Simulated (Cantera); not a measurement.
Input (Python, Cantera) and output of one run.

```python
import numpy as np
import cantera as ct

gas_names = [...]  # 139 gases of nasa_gas.yaml made of C, H, N, O, Ti
cond_names = """
    C(gr) C6H6(L) C7H8(L) C8H18(L),n-octa H2O(s) H2O(L) Ti(a) Ti(b) Ti(L) TiC(s) TiC(L) TiN(s) TiN(L)
    TiO(a) TiO(b) TiO(L) TiO2(ru) TiO2(L) Ti2O3(a) Ti2O3(b) Ti2O3(L) Ti3O5(a) Ti3O5(b) Ti3O5(L) Ti4O7(s)
    Ti4O7(L)
""".split()


# ... load() reads the species with a 1 bar reference pressure and builds the phases ...
atoms = {
    'Ti(NMe2)4': {'Ti': 1, 'C': 8, 'H': 24, 'N': 4},
    'O2': {'O': 2},
    'H2O': {'H': 2, 'O': 1},
}
top_T = {'C(gr)': 4500}  # K; cautious upper limits of use, not melting points


# ... equilibrate(T, P, feed) seeds the gas with the atoms and calls Mixture.equilibrate('TP', solver="vcs", rtol=1e-11, max_steps=5000) ...
results = []
feed = {'Ti(NMe2)4': 1, 'O2': 2.4, 'H2O': 7.1}  # mol
T = 1150  # K
P = 650  # Pa
mix = equilibrate(T, P, feed)
results.append((T, P, feed, dict(zip(mix.species_names, mix.species_moles))))
x = sorted(zip(gas.X, gas.species_names), reverse=True)
print(f"T = {T:g} K  P = {P:g} Pa  gas = {mix.phase_moles(0):.4g} mol")
print("   x: " + "  ".join(f"{s} {v:.3e}" for v, s in x if v > 0.001))
print("   condensed (mol): " + ("  ".join(f"{mix.phase(i).name} {mix.phase_moles(i):.4g}"
      for i in range(1, mix.n_phases) if mix.phase_moles(i) > 1e-12) or "none"))
```

It prints:

```
T = 1150 K  P = 650 Pa  gas = 29.1 mol
   x: H2 6.082e-01  CO 2.578e-01  N2 6.873e-02  H2O 4.813e-02  CO2 1.716e-02
   condensed (mol): TiO2(ru) 1
```

Cantera equilibrium calculation (NASA polynomials, part measured and part estimated; ideal gas, pure solids and liquids). The feed counts by its element totals alone.
